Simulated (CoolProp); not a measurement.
Computed with CoolProp (reference Helmholtz-energy equation of state, Platzer 1990). This equation is an older, rougher fit; its heat capacities, sound speeds and derivatives of the liquid may be far off and weren't checked against measurements.

Problem. Give the vapour pressure (kPa), liquid density (kg/m³), vapour Z, vapour viscosity (µPa s) of saturated R13 at -74.55, -58.15 °C.

Solution. 
| T (°C) | p (kPa) | liquid density (kg/m³) | vapour Z | vapour viscosity (µPa s) |
|---|---|---|---|---|
| -74.55 | 144 | 1490 | 0.947 | 9.55 |
| -58.15 | 303 | 1430 | 0.912 | 10.4 |

Viscosity comes from a separate model (Huber 2003), an estimate that may be off by 10 % or more.
